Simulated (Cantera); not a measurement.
Feed: 1 mol H2O, 0.034 mol SO2, 10 mol N2, held at 0.000500 bar.

These are equilibrium values from Cantera (NASA tables, ideal gas, pure condensed phases), not measurements of a reactor. Candidate condensed phases: H2O, H2SO4, S; 35 gas species. Kinetics and transport are ignored. All values below are at 2923 K.

Base state: N2 0.764, H 0.151, O 0.0783, S 0.00248, NO 0.00189, H2 0.000742, OH 0.000622, O2 0.000411 (mole fractions); condensed: gas only.

**Question.** What changes in the equilibrium state with this change: H2O replaced by CO2?

**Answer.** 
| species | before | after |
|---|---|---|
| N2 | 0.764 | 0.826 |
| O | 0.0783 | 0.0850 |
| CO | 0 | 0.0826 |
| H | 0.151 | 0 |
| H2 | 0.000742 | 0 |
| OH | 0.000622 | 0 |
| CO2 | 0 | 0.000163 |
| O2 | 0.000411 | 0.000485 |
Further candidate phases: C.
